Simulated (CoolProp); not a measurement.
Vapour-liquid equilibrium of carbon dioxide (1) + carbonyl sulfide (2) at 238.6 K; x and y are mole fractions of (1).

Computed with CoolProp (multi-fluid Helmholtz-energy mixture model, Span 1996 and Lemmon 2006; pair parameters Bell 2016).

```tsv
x	bubble pressure, mixture model (MPa)	bubble pressure, Raoult's law (MPa)	y, mixture model	y, Raoult's law
0.05	0.2965	0.2493	0.350	0.245
0.15	0.4631	0.3517	0.609	0.521
0.25	0.5964	0.4540	0.717	0.673
0.35	0.7049	0.5564	0.778	0.768
0.45	0.7961	0.6587	0.821	0.835
0.55	0.8765	0.7610	0.854	0.883
0.65	0.9515	0.8634	0.883	0.920
0.75	1.025	0.9657	0.913	0.949
0.85	1.101	1.068	0.944	0.972
0.95	1.180	1.170	0.980	0.992
```

The largest gap from Raoult's law is +31.7 % in bubble pressure, at x = 0.15. No azeotrope shows between x = 0.05 and 0.95.

Pair parameters are fitted to limited data, so mixtures are less certain than the pure fluids.
